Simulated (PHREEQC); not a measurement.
AlCl3 is added in steps, without added water, to 1 kg of water holding 0.0028 mol Pb(NO3)2, 0.021 mol HNO3 and 0.00027 mol Na2SO4, at 25 °C. Oxygen alone is held at its pressure in air (log pO2 = -0.68). The system is closed to CO2. Solids allowed: Al(OH)3(a), Litharge, Anglesite, Cotunnite, Laurionite, Larnakite, Basaluminite, Halite, Mirabilite. Others were left out.

Base run: PHREEQC, ion-association model, wateq4f.dat. Each further column changes one thing. The table gives AlSO4+ (mol/kgw).

```tsv
AlCl3 added (mol)	base	diluted 10-fold with water	HNO3 from 0.021 to 0.0189 mol/kgw	Pb(NO3)2 replaced by KNO3 at the same molality	no solid may form
0	0	0	0	0	0
0.006667	0.000115	[?]	0.000115	[?]	0.000141
0.01333	0.000172	2.13e-5	0.000175	[?]	0.000172
0.02	0.000187	2.19e-5	0.000190	0.000190	0.000187
0.02333	0.000192	2.21e-5	0.000194	0.000194	0.000192
0.03	0.000199	2.24e-5	0.000201	0.000201	0.000199
0.03667	0.000204	2.27e-5	0.000206	0.000206	0.000204
0.04333	0.000208	2.29e-5	0.000210	[?]	0.000208
0.05	0.000211	2.30e-5	0.000213	0.000213	0.000211
0.05667	0.000214	2.31e-5	0.000216	0.000215	0.000214
0.06	0.000215	2.32e-5	0.000217	0.000216	0.000215
0.06667	0.000217	2.33e-5	0.000219	0.000218	0.000217
0.07333	0.000219	2.34e-5	0.000221	[?]	0.000219
0.08	0.000221	2.35e-5	0.000222	0.000221	0.000221
```

Task: What belongs in the gaps?

Result: 
- 0.006667, diluted 10-fold with water: 1.99e-5
- 0.006667, Pb(NO3)2 replaced by KNO3 at the same molality: 0.000149
- 0.01333, Pb(NO3)2 replaced by KNO3 at the same molality: 0.000177
- 0.04333, Pb(NO3)2 replaced by KNO3 at the same molality: 0.000209
- 0.07333, Pb(NO3)2 replaced by KNO3 at the same molality: 0.000220

 In at least one series the solution becomes supersaturated in solids that the run did not let form, among them Anglesite. Solids allowed in the column 'Pb(NO3)2 replaced by KNO3 at the same molality': Al(OH)3(a), Basaluminite, Halite, Mirabilite, AlumK.
